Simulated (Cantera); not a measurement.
What does this Cantera script print?

```python
import numpy as np
import cantera as ct

gas_names = """
    H HO2 H2 H2O H2O2 Li LiH LiO LiOH Li2 Li2O Li2O2 Li2O2H2 O OH O2 O3
""".split()
cond_names = """
    H2O(s) H2O(L) Li(cr) Li(L) LiH(s) LiH(L) LiOH(s) LiOH(L) Li2O(s) Li2O(L)
""".split()


def load(file, names, dense=False):
    # The tables refer to 1 bar. Condensed volumes are neglected.
    table = {s.name: s for s in ct.Species.list_from_file(file)}
    out = []
    for n in names:
        d = dict(table[n].input_data)
        d["thermo"] = dict(d["thermo"], **{"reference-pressure": 1e5})
        if dense:
            d["equation-of-state"] = {"model": "constant-volume", "density": "1e6 g/cm^3"}
        out.append(ct.Species.from_dict(d))
    return out


gas = ct.Solution(thermo="ideal-gas", species=load("nasa_gas.yaml", gas_names))
cond = {s.name: ct.Solution(thermo="fixed-stoichiometry", species=[s], name=s.name)
        for s in load("nasa_condensed.yaml", cond_names, dense=True)}
atoms = {
    'LiOH': {'Li': 1, 'O': 1, 'H': 1},
    'H2': {'H': 2},
}
top_T = {}  # K; cautious upper limits of use, not melting points


def equilibrate(T, P, feed):
    n = {}
    for name, mol in feed.items():
        for a, k in atoms[name].items():
            n[a] = n.get(a, 0.0) + k * mol
    gas.TPX = T, P, n
    mass = sum(n.values()) * gas.mean_molecular_weight
    gas.equilibrate("TP")
    valid = [c for c in cond.values() if c.min_temp <= T <= top_T.get(c.name, c.max_temp)]
    mix = ct.Mixture([(gas, mass / gas.mean_molecular_weight)] + [(c, 0.0) for c in valid])
    mix.T, mix.P = T, P
    mix.equilibrate("TP", solver="vcs", rtol=1e-11, max_steps=5000)
    return mix


results = []
feed = {'LiOH': 1, 'H2': 0.11}  # mol
P = 12  # Pa
for T in [1100, 1200, 1300, 1400, 1500, 1600, 1700, 1800, 1900, 2000]:
    mix = equilibrate(T, P, feed)
    results.append((T, P, feed, dict(zip(mix.species_names, mix.species_moles))))
    x = sorted(zip(gas.X, gas.species_names), reverse=True)
    print(f"T = {T:g} K  P = {P:g} Pa  gas = {mix.phase_moles(0):.4g} mol")
    print("   x: " + "  ".join(f"{s} {v:.3e}" for v, s in x if v > 1e-06))
    print("   condensed (mol): " + ("  ".join(f"{mix.phase(i).name} {mix.phase_moles(i):.4g}"
          for i in range(1, mix.n_phases) if mix.phase_moles(i) > 1e-12) or "none"))
```

Output:

```
T = 1100 K  P = 12 Pa  gas = 0.6141 mol
   x: H2O 8.075e-01  H2 1.791e-01  LiOH 1.335e-02  Li2O2H2 3.655e-05  Li 1.094e-05
   condensed (mol): Li2O(s) 0.4959
T = 1200 K  P = 12 Pa  gas = 0.6315 mol
   x: H2O 7.580e-01  H2 1.741e-01  LiOH 6.755e-02  Li 2.174e-04  Li2O2H2 9.780e-05  H 7.516e-06  Li2O 4.679e-06
   condensed (mol): Li2O(s) 0.4785
T = 1300 K  P = 12 Pa  gas = 0.6959 mol
   x: H2O 5.992e-01  LiOH 2.410e-01  H2 1.566e-01  Li 2.827e-03  Li2O2H2 1.844e-04  Li2O 1.123e-04  H 3.997e-05  OH 1.997e-06
   condensed (mol): Li2O(s) 0.415
T = 1400 K  P = 12 Pa  gas = 0.8824 mol
   x: LiOH 5.576e-01  H2O 3.017e-01  H2 1.105e-01  Li 2.818e-02  Li2O 1.674e-03  Li2O2H2 1.927e-04  H 1.476e-04  OH 8.009e-06  LiH 7.130e-06
   condensed (mol): Li2O(s) 0.2399
T = 1500 K  P = 12 Pa  gas = 1.178 mol
   x: LiOH 7.165e-01  H2O 1.235e-01  Li 1.145e-01  H2 3.600e-02  Li2O 9.023e-03  H 3.049e-04  Li2O2H2 7.735e-05  OH 2.987e-05  LiH 1.475e-05  LiO 6.922e-06
   condensed (mol): none
T = 1600 K  P = 12 Pa  gas = 1.195 mol
   x: LiOH 6.786e-01  H2O 1.494e-01  Li 1.410e-01  H2 2.133e-02  Li2O 8.604e-03  H 7.249e-04  OH 1.988e-04  LiO 4.155e-05  Li2O2H2 2.018e-05  O2 1.798e-05  LiH 1.265e-05  O 5.614e-06
   condensed (mol): none
T = 1700 K  P = 12 Pa  gas = 1.211 mol
   x: LiOH 6.460e-01  H2O 1.682e-01  Li 1.623e-01  H2 1.125e-02  Li2O 8.627e-03  H 1.427e-03  OH 1.102e-03  O2 7.524e-04  LiO 2.203e-04  O 1.119e-04  LiH 9.677e-06  Li2O2H2 6.163e-06  Li2O2 1.082e-06
   condensed (mol): none
T = 1800 K  P = 12 Pa  gas = 1.258 mol
   x: LiOH 5.754e-01  Li 2.036e-01  H2O 1.847e-01  O2 1.056e-02  H2 8.840e-03  Li2O 7.563e-03  OH 4.241e-03  H 3.073e-03  O 1.141e-03  LiO 7.655e-04  LiH 9.957e-06  Li2O2 2.713e-06  Li2O2H2 1.864e-06
   condensed (mol): none
T = 1900 K  P = 12 Pa  gas = 1.37 mol
   x: LiOH 4.373e-01  Li 2.819e-01  H2O 2.040e-01  O2 3.354e-02  H2 1.324e-02  OH 1.055e-02  H 8.337e-03  O 4.988e-03  Li2O 4.696e-03  LiO 1.441e-03  LiH 1.574e-05  Li2O2 2.361e-06
   condensed (mol): none
T = 2000 K  P = 12 Pa  gas = 1.536 mol
   x: Li 3.620e-01  LiOH 2.828e-01  H2O 2.113e-01  O2 5.875e-02  H2 2.296e-02  H 2.249e-02  OH 2.067e-02  O 1.481e-02  Li2O 2.211e-03  LiO 1.919e-03  LiH 2.500e-05  Li2O2 1.186e-06
   condensed (mol): none
```

These are equilibrium values from Cantera (NASA tables, ideal gas, pure condensed phases), not measurements of a reactor.
